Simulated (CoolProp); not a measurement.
A single-stage vapour-compression cycle with the fluid: evaporating at 259.15 K (dew point), condensing at 285.15 K (bubble point), superheat 8 K, subcooling 2 K, compressor efficiency 0.85, no pressure losses. The same conditions are run with several fluids, on thermodynamics alone (safety and materials aside).

The numbers come from the reference Helmholtz-energy equation of state of each fluid (carbon dioxide: Span 1996; sulfur dioxide: Gao 2016; isobutene: Lemmon 2005; R1336mzz(E): Akasaka 2023; R152A: Outcalt 1996; R142b: Lemmon 2006) in CoolProp.

| fluid | cooling COP | pressure ratio | discharge temperature (K) | refrigerating effect (kJ/kg) | volumetric capacity (kJ/m³) |
|---|---|---|---|---|---|
| carbon dioxide | 6.23 | … | 321.6 | 222 | 13000 |
| sulfur dioxide | 7.59 | … | 345.4 | 365 | 910 |
| isobutene | 7.83 | 2.64 | 299.7 | 356 | 710 |
| R1336mzz(E) | … | 3.14 | 292.3 | 141 | 406 |
| R152A | 7.73 | 2.57 | 309.1 | … | 1400 |
| R142b | … | 2.68 | 302.2 | 202 | 783 |

Q: Complete the blanks.

A: 
- carbon dioxide, pressure ratio: 2.00
- sulfur dioxide, pressure ratio: 2.94
- R1336mzz(E), cooling COP: 7.72
- R152A, refrigerating effect (kJ/kg): 288
- R142b, cooling COP: 7.82
